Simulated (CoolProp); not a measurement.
Model: reference Helmholtz-energy equation of state, Gao 2020, in CoolProp.

Task: Give the vapour pressure (bar), liquid cp (kJ/(kg K)), liquid viscosity (µPa s), vapour viscosity (µPa s) of saturated ammonia at 333 K.

Result: 
| T (K) | p (bar) | liquid cp (kJ/(kg K)) | liquid viscosity (µPa s) | vapour viscosity (µPa s) |
|---|---|---|---|---|
| 333 | 26.0 | 5.24 | 94.6 | 11.0 |

Viscosity comes from a separate model (Fenghour 1995).
